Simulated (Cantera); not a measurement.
A perfectly stirred reactor is fed with CH4 : CO2 : H2 = 1 : 3.4 : 0.83 (molar parts), at 1.01 bar; it is held at 1750 K, and followed from long to short residence time.

Cantera simulation using GRI-Mech 3.0 (53 species, 325 reactions); the numbers are that mechanism's predictions, not measurements.

| quantity | before | after |
|---|---|---|
| x(CH4) at τ = 7.50 s | 0.00263 | 0.000148 |
| x(CO2) at τ = 7.50 s | 0.139 | 0.494 |
| x(H2) at τ = 7.50 s | 0.188 | 0.0311 |
| x(C2H4) at τ = 7.50 s | 6.23e-6 | 2.92e-8 |
| x(HCO) at τ = 7.50 s | 3.23e-8 | 5.89e-9 |
| x(CH4) at τ = 83.0 ms | 0.0281 | 0.00617 |
| x(CO2) at τ = 83.0 ms | 0.251 | 0.533 |
| x(H2) at τ = 83.0 ms | 0.121 | 0.0336 |
| x(C2H4) at τ = 83.0 ms | 0.000396 | 4.20e-5 |
| x(HCO) at τ = 83.0 ms | 3.16e-8 | 1.45e-8 |

Name the change that produced these shifts.
A) pressure from 1.01 bar to 2.90 bar
B) temperature 1750 to 1573 K
C) CH4 1 to 0.14 parts
D) H2 0.83 to 6.1 parts

C, CH4 1 to 0.14 parts
